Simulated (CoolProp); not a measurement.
Computed with CoolProp (reference Helmholtz-energy equation of state, Gao 2022).

Give the vapour pressure (kPa), liquid density (kg/m³), vapour density (kg/m³), enthalpy of vaporisation (kJ/kg) of saturated n-perfluoropentane at 338.4, 348 K.


```tsv
T (K)	p (kPa)	liquid density (kg/m³)	vapour density (kg/m³)	enthalpy of vaporisation (kJ/kg)
338.4	321	1460	37.8	78.7
348	417	1420	49.3	74.9
```
